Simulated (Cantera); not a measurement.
A perfectly stirred reactor is fed with C₃H₈ : O₂ : N₂ : H₂O = 1 : 5 : 18.8 : 5.3 (molar parts), equivalence ratio 1.0, at 820000 Pa; it is adiabatic with a 525 K inlet, and is followed from long to short residence time, starting on the burning branch (τ in s: 0.13, 0.062, 0.03, 0.014, 0.0068, 0.0033, 0.0016, 0.00075, 0.00036, 0.00017, 8.2e-05, 3.9e-05, 1.9e-05).

Detailed kinetics in Cantera: GRI-Mech 3.0 (53 species, 325 reactions). GRI-Mech 3.0 was tuned for natural gas; its chemistry of propane as a main component is partial and can be far from experiment.

**Question.** What does this change do: H2O 5.3 to 8.4 parts?

**Answer.** 
```tsv
quantity	before	after
blow-out, bracketed by the residence times tried	burning at 82.0 µs, out at 39.0 µs	burning at 0.170 ms, out at 82.0 µs
x(C₃H₈) at τ = 0.130 s	4.54e-8	8.11e-8
x(O₂) at τ = 0.130 s	0.00223	0.00153
x(H₂O) at τ = 0.130 s	0.295	0.360
x(CH₂CO) at τ = 0.130 s	1.14e-7	3.27e-7
x(NO) at τ = 0.130 s	0.000459	0.000109
x(C₃H₈) at τ = 1.60 ms	2.80e-6	4.57e-6
x(O₂) at τ = 1.60 ms	0.00590	0.00537
x(H₂O) at τ = 1.60 ms	0.290	0.354
x(CH₂CO) at τ = 1.60 ms	4.91e-6	9.63e-6
x(NO) at τ = 1.60 ms	0.000113	3.89e-5
```
